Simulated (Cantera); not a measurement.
Charge: 1 mol SiH₄, 2.3 mol O₃, 1.8 mol N₂, at 1200 K and 0.000280 bar.

Cantera equilibrium calculation (NASA polynomials, part measured and part estimated; ideal gas, pure solids and liquids). Candidate condensed phases: H₂O, Si, SiO₂, Si₂N₂O, Si₃N₄; 35 gas species. The tables hold silica as quartz up to 1696 K and as liquid above; real silica turns to tridymite and cristobalite and melts near 1996 K. Rates play no part.

Base state: H₂O 0.381, N₂ 0.343, O₂ 0.276, NO 0.000148, OH 4.84e-5 (mole fractions); condensed: SiO₂(β-quartz).

Q: What changes in the equilibrium state with this change: O₃ from 2.3 to 0.16 mol?

A: 
```json
[
 {"species": "H₂", "before": "5.51e-7", "after": "0.607"},
 {"species": "N₂", "before": "0.343", "after": "0.393"},
 {"species": "H₂O", "before": "0.381", "after": "<1e-9"},
 {"species": "O₂", "before": "0.276", "after": "<1e-9"},
 {"species": "NO", "before": "0.000148", "after": "<1e-9"},
 {"species": "OH", "before": "4.84e-5", "after": "<1e-9"},
 {"species": "SiO₂(β-quartz), mol", "before": "1.00", "after": "0"},
 {"species": "Si₂N₂O(s), mol", "before": "0", "after": "0.480"},
 {"species": "Si₃N₄(s), mol", "before": "0", "after": "0.0133"}
]
```
N₂ is the only nitrogen source here; it is nearly inert below about 1500 K, so the nitride shown seldom forms there in practice. Mutual solubility and eutectic melting of coexisting phases are not modelled.
